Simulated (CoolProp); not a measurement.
The fluid at 298.15 K and 3.31 MPa flows at 0.15 m/s in a round tube of 20 mm bore and 1.5 µm roughness, fully developed (64/Re and Nu = 3.66 if laminar; Colebrook and Gnielinski if turbulent). The same conditions are run with several fluids, on thermodynamics alone (safety and materials aside).

Model: reference Helmholtz-energy equation of state of each fluid (propylene: Lemmon 2013; c-C4F8 (RC318): Platzer 1990; ethylbenzene: Zhou 2012; R142b: Lemmon 2006), in CoolProp. The equations of Platzer and Polt are older, rougher fits.

```json
[
 {"fluid": "propylene", "Reynolds number": "15600", "Darcy friction factor": "0.0277", "pressure drop (Pa/m)": "7.99", "heat-transfer coefficient (W/(m² K))": "421", "mass flow (kg/h)": "87.1"},
 {"fluid": "c-C4F8 (RC318)", "Reynolds number": "11600", "Darcy friction factor": "0.0298", "pressure drop (Pa/m)": "25.5", "heat-transfer coefficient (W/(m² K))": "294", "mass flow (kg/h)": "258"},
 {"fluid": "ethylbenzene", "Reynolds number": "4130", "Darcy friction factor": "0.0396", "pressure drop (Pa/m)": "19.3", "heat-transfer coefficient (W/(m² K))": "221", "mass flow (kg/h)": "147"},
 {"fluid": "R142b", "Reynolds number": "14000", "Darcy friction factor": "0.0284", "pressure drop (Pa/m)": "17.9", "heat-transfer coefficient (W/(m² K))": "349", "mass flow (kg/h)": "190"}
]
```

Transport values come from each fluid's own correlations; those of propylene, c-C4F8 (RC318), ethylbenzene, R142b are estimates that may be off by 10 % or more.
